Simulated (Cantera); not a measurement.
**Equilibrium for sublimation and decomposition of ceramics: AlN + N2 + H2O**

A closed system holds: 1 mol AlN, 0.045 mol N2, 0.3 mol H2O, equilibrated at 33.0 Pa.

Cantera equilibrium calculation (NASA polynomials, part measured and part estimated; ideal gas, pure solids and liquids). Candidate condensed phases: Al, AlN, Al2O3, H2O; 35 gas species. The tables' values for AlOH are old estimates; treat these amounts as uncertain. The numbers say what is thermodynamically allowed, not how fast it happens.

From 2048 K to 2298 K the condensed part is Al2O3(s). From 2348 K to 2498 K the condensed part is Al2O3(l). The main Al-bearing gas is Al2O at 2048 K and Al at 2498 K. The share of Al in condensed phases is highest at 2398 K (4.9 %) and lowest at 2048 K (2.3 %).

```csv
T (K),x N2,x Al,x H,x Al2O,x H2,x AlO,x O,x AlOH,n Al2O3(s),n Al2O3(l)
2048,0.341,0.280,0.0497,0.165,0.163,0.000145,1.39e-7,0.000246,0.0117,0
2098,0.338,0.284,0.0661,0.159,0.152,0.000292,5.70e-7,0.000337,0.0143,0
2148,0.334,0.286,0.0859,0.152,0.140,0.000570,2.20e-6,0.000448,0.0166,0
2198,0.329,0.289,0.109,0.145,0.126,0.00108,7.96e-6,0.000580,0.0188,0
2248,0.324,0.290,0.134,0.138,0.110,0.00198,2.73e-5,0.000730,0.0206,0
2298,0.318,0.290,0.161,0.132,0.0936,0.00353,8.88e-5,0.000890,0.0219,0
2348,0.312,0.291,0.188,0.124,0.0766,0.00605,0.000269,0.00104,0,0.0232
2398,0.306,0.293,0.213,0.114,0.0604,0.00991,0.000759,0.00115,0,0.0243
2448,0.299,0.295,0.234,0.105,0.0458,0.0159,0.00205,0.00123,0,0.0231
2498,0.291,0.294,0.250,0.0967,0.0333,0.0249,0.00534,0.00127,0,0.0181
```
x: gas mole fraction; n: condensed amount in mol.
